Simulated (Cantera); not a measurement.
Premixed flame

A freely propagating, adiabatic, planar premixed flame of CO : H₂ : O₂ : N₂ = 1 : 0.051 : 0.536 : 2.02 (molar parts), equivalence ratio 0.98, unburnt at 525 K and 1.50 bar; unity-Lewis-number transport, grid criteria slope 0.08 and curve 0.16, no radiation.

Cantera simulation using GRI-Mech 3.0 (53 species, 325 reactions); the numbers are that mechanism's predictions, not measurements. Unity Lewis numbers drop preferential diffusion, which matters most where H2 and H carry the flame. Burning velocities carry a grid error of a few per cent, more on coarse grids.

```tsv
z (mm)	T (K)	u (m/s)	x CO	x H₂	x O₂	x NO	x H	x H₂O₂
-1.49	525	0.701	0.277	0.0141	0.149	<1e-8	<1e-8	<1e-8
-0.994	525	0.701	0.277	0.0141	0.149	<1e-8	<1e-8	<1e-8
-0.746	526	0.702	0.277	0.0141	0.149	<1e-8	<1e-8	6.93e-8
-0.497	529	0.706	0.277	0.0141	0.148	2.20e-8	<1e-8	4.82e-7
-0.249	595	0.792	0.272	0.0133	0.145	4.90e-7	1.07e-7	6.56e-6
-0.124	854	1.12	0.249	0.00990	0.132	3.60e-6	0.000164	1.13e-5
0	1313	1.67	0.193	0.00247	0.0980	1.34e-5	0.00399	1.46e-6
0.124	1618	2.02	0.145	0.00102	0.0691	3.04e-5	0.00698	3.85e-7
0.249	1789	2.21	0.122	0.00115	0.0571	4.79e-5	0.00705	2.08e-7
0.497	1965	2.39	0.104	0.00111	0.0498	7.60e-5	0.00469	1.05e-7
0.994	2125	2.56	0.0892	0.000904	0.0438	0.000126	0.00255	5.53e-8
1.99	2257	2.69	0.0746	0.000713	0.0377	0.000243	0.00140	3.28e-8
3.98	2365	2.79	0.0613	0.000555	0.0318	0.000507	0.000783	2.23e-8
```
x: mole fraction of selected species; z is measured from the peak of heat release.

The laminar burning velocity is 70.1 cm/s and the thermal thickness is 0.497 mm. The peak x(H) comes out as 0.00733. The peak x(H₂O₂) comes out as 1.22e-5 and the grid points is 122.
